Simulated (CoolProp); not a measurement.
Vapour-liquid equilibrium of propane (1) + R236FA (2) at 286.9 K; x and y are mole fractions of (1).

Values from CoolProp's multi-fluid Helmholtz-energy mixture model, Lemmon 2009 and Pan 2012; pair parameters Bell 2016.

### Question
Give the bubble pressure and the first vapour's composition at x = 0.575, 0.725, 0.8. Is there an azeotrope?

### Answer
x = 0.575: 660.7 kPa, y = 0.789; x = 0.725: 690.1 kPa, y = 0.826; x = 0.8: 702.5 kPa, y = 0.853. y crosses x between x = 0.875 and 0.95: the model has an azeotrope there.

Pair parameters are fitted to limited data, so mixtures are less certain than the pure fluids. With so large a gap from Raoult's law the liquid may split in two, which this calculation doesn't test in full.
